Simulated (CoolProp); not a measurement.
Saturation properties of n-perfluorobutane.

The numbers come from the reference Helmholtz-energy equation of state, Gao 2022 in CoolProp.

```tsv
T (°C)	p (kPa)	vapour density (kg/m³)	enthalpy of vaporisation (kJ/kg)	liquid cp (kJ/(kg K))
-17.85	51.09	5.898	102.7	1.084
-13.25	63.01	7.181	101.2	1.090
-8.75	76.68	8.638	99.78	1.096
-4.15	92.96	10.36	98.29	1.102
0.45	111.8	12.33	96.78	1.108
4.95	133.0	14.54	95.27	1.114
9.55	157.7	17.11	93.70	1.121
14.15	185.8	20.01	92.09	1.128
18.65	216.9	23.23	90.48	1.135
23.25	252.6	26.92	88.78	1.143
27.75	291.6	30.97	87.08	1.150
32.35	336.1	35.61	85.28	1.159
36.95	385.5	40.81	83.41	1.168
```

It boils at -2.0 °C under 1 atm.
